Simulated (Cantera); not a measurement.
Charge: 1 mol Al, 12 mol O2, 1.4 mol N2, equilibrated at 60.0 Pa.

Equilibrium computed with Cantera from the NASA thermochemical tables; the gas is ideal and each condensed phase is pure. Candidate condensed phases: Al, AlN, Al2O3; 16 gas species. Kinetics and transport are ignored.

Task: At 1723 K, list the 4 most abundant gas species with their mole fractions, and the condensed phases.

Result: O2 0.886, N2 0.109, NO 0.00242, O 0.00218. Condensed: Al2O3(s).
